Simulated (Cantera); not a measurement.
Input (Python, Cantera):

```python
import numpy as np
import cantera as ct

gas = ct.Solution("gri30.yaml")
gas.TPX = 1398, 101325, {'CH4': 1, 'H2': 1.9}
reactor = ct.IdealGasConstPressureReactor(gas, energy="off", clone=False)
net = ct.ReactorNet([reactor])
net.rtol, net.atol = 1e-08, 1e-18
show = ['CH4', 'H2', 'C2H2', 'C2H', 'CH3']
times = np.geomspace(3e-06, 2, 10)

steps = ct.SolutionArray(gas, extra=["t"])
rows = []
print(f"{'t/s':>10s}{'T/K':>9s}{'P/Pa':>11s}" + "".join(f"{s:>11s}" for s in show))
for t in times:
    while net.time < t:
        t_next = net.step()
        steps.append(gas.state, t=t_next)
    rows.append([np.interp(t, steps.t, y) for y in (steps.T, steps.P, *steps(*show).X.T)])
    print(f"{t:10.3e}{rows[-1][0]:9.1f}{rows[-1][1]:11.4g}" + "".join(f"{x:11.3e}" for x in rows[-1][2:]))
rate = np.gradient(steps.T, steps.t)
print("integrator steps:", len(steps.t))
if steps.T.max() > steps.T[0] + 200:
    print(f"time of steepest temperature rise: {steps.t[rate.argmax()]:.4e} s")
gas.TPX = 1398, 101325, {'CH4': 1, 'H2': 1.9}
gas.equilibrate("TP")
print(f"equilibrium (TP): T = {gas.T:.1f} K  " + "  ".join(f"{s} {gas[s].X[0]:.3e}" for s in show))
```

Result:

```
       t/s      T/K       P/Pa        CH4         H2       C2H2        C2H        CH3
 3.000e-06   1398.0  1.013e+05  3.448e-01  6.552e-01  1.044e-20  2.000e-31  1.055e-07
 1.331e-05   1398.0  1.013e+05  3.448e-01  6.552e-01  1.004e-17  7.138e-28  4.781e-07
 5.906e-05   1398.0  1.013e+05  3.448e-01  6.552e-01  6.015e-15  1.810e-24  2.125e-06
 2.621e-04   1398.0  1.013e+05  3.448e-01  6.552e-01  3.705e-12  4.571e-21  8.873e-06
 1.163e-03   1398.0  1.013e+05  3.448e-01  6.552e-01  1.794e-09  5.110e-18  2.053e-05
 5.160e-03   1398.0  1.013e+05  3.447e-01  6.552e-01  2.342e-07  7.781e-16  2.396e-05
 2.289e-02   1398.0  1.013e+05  3.441e-01  6.556e-01  1.455e-05  5.354e-14  2.649e-05
 1.016e-01   1398.0  1.013e+05  3.417e-01  6.570e-01  3.297e-04  1.235e-12  2.678e-05
 4.507e-01   1398.0  1.013e+05  3.311e-01  6.634e-01  2.856e-03  1.110e-11  2.693e-05
 2.000e+00   1398.0  1.013e+05  2.956e-01  6.851e-01  1.176e-02  5.191e-11  2.733e-05
integrator steps: 504
equilibrium (TP): T = 1398.0 K  CH4 2.518e-01  H2 7.118e-01  C2H2 2.250e-02  C2H 1.205e-10  CH3 2.825e-05
```

Computed with Cantera and GRI-Mech 3.0 (53 species, 325 reactions). GRI-Mech 3.0 stops at C3 and has no aromatics, soot or wall deposition, so with more carbon than oxygen in the feed, carbon stays in small species such as C2H2 where larger ones or solid carbon would form.
